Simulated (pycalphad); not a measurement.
Effect of Si content in Al-Si-Fe

CALPHAD calculation (pycalphad, COST 507 light-alloy database (1999)), 1 atm. The database dates from 1999; later assessments differ in places, in temperatures and in the compounds included. Amounts are mole fractions of atoms.

```json
[
 {"alloy": "Al-2.665Si-0.5361Fe (wt.%)", "liquidus (K)": "(withheld)", "first solid": "fcc", "solidus (K)": "849", "phases at 650 K": "(withheld)"},
 {"alloy": "Al-10.65Si-0.5344Fe (wt.%)", "liquidus (K)": "863", "first solid": "fcc", "solidus (K)": "849", "phases at 650 K": "fcc 0.88, diamond (Si) 0.10, ALFESI_BETA 0.02"},
 {"alloy": "Al-21.2Si-0.5322Fe (wt.%)", "liquidus (K)": "978", "first solid": "diamond (Si)", "solidus (K)": "849", "phases at 650 K": "fcc 0.78, diamond (Si) 0.20, ALFESI_BETA 0.02"}
]
```

Q: Complete the blanks.

A: 
- Al-2.665Si-0.5361Fe (wt.%), liquidus (K): 916
- Al-2.665Si-0.5361Fe (wt.%), phases at 650 K: fcc 0.96, diamond (Si) 0.02, ALFESI_BETA 0.02

Database names, with the compositions (at.%) that they take in these runs: ALFESI_BETA: Al 70 Si 15 Fe 15.
